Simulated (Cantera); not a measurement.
Standard-state values (1 bar) from the NASA 1993 polynomials, evaluated with Cantera. Values are per mole of reaction as written; species without (g) are pure solids or liquids, kept so even where they would boil at 1 bar.

Question: Between 300 and 1850 K, where is each reaction favourable under standard conditions?
- NO2(g) + 2 C ⇌ N(g) + 2 CO(g)

Answer: 
- NO2(g) + 2 C ⇌ N(g) + 2 CO(g): ΔG° is 128 kJ at 300 K and -340 kJ at 1850 K; it changes sign between 300 and 1500 K. ΔH° is 209 kJ and ΔS° 297 J/K at 1850 K.
